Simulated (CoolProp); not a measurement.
Cyclohexane along the isotherm 615.3 K: fugacity coefficient from the reference equation and from simpler models built on Tc = 553.6 K, pc = 40.81 bar, ω = 0.209; each cubic takes its own stable root.

Values from CoolProp's reference Helmholtz-energy equation of state, Zhou 2014.

| p (bar) | phase | reference |
|---|---|---|
| 0.645 | gas | 0.9962 |
| 1.22 | gas | 0.9928 |
| 2.32 | gas | 0.9863 |
| 4.4 | gas | 0.9740 |
| 8.33 | gas | 0.9511 |
| 15.8 | gas | 0.9080 |
| 29.9 | gas | 0.8288 |
| 56.8 | supercritical | 0.6845 |
| 108 | supercritical | 0.4837 |
| 204 | supercritical | 0.3634 |

### Question
How far does each simpler model (van der Waals, Soave-Redlich-Kwong, Peng-Robinson) lie from the reference over these 10 states: mean and median of the absolute difference, and the worst?

### Answer
- van der Waals: mean 1.3 %, median 0.3 %, worst +10.3 % at 615.3 K and 204 bar
- Soave-Redlich-Kwong: mean 1.6 %, median 0.1 %, worst +8.6 % at 615.3 K and 204 bar
- Peng-Robinson: mean 1.0 %, median 0.9 %, worst -2.7 % at 615.3 K and 56.8 bar
